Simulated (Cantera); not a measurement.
Input: 1 mol Al₂O₃, 0.059 mol Br₂, at 1473.15 K.

Method: chemical equilibrium by Gibbs-energy minimisation in Cantera with the NASA 1993 tables (ideal gas, pure condensed phases). Candidate condensed phases: Al, AlBr₃, Al₂O₃, Br₂; 14 gas species. Rates play no part.

log p: log10 of the partial pressure in bar; n: condensed amount in mol.

```tsv
P (Pa)	log p Br₂	log p Br	log p AlBr₃	log p O₂	log p O	n Al₂O₃(s)
1000	-2.93	-2.05	___	-7.16	-9.13	1.00
4000	-1.93	-1.55	___	-6.29	-8.70	1.000
16000	-1.07	-1.12	___	-5.56	-8.33	1.000
63000	-0.34	-0.76	___	-4.93	-8.02	1.000
250000	0.33	-0.42	___	-4.36	-7.73	1.000
1000000	0.96	-0.11	___	-3.81	-7.46	1.000
```

Some entries are withheld; supply them.


- 1000, log p AlBr₃: -7.03
- 4000, log p AlBr₃: -6.17
- 16000, log p AlBr₃: -5.43
- 63000, log p AlBr₃: -4.81
- 250000, log p AlBr₃: -4.24
- 1000000, log p AlBr₃: -3.69
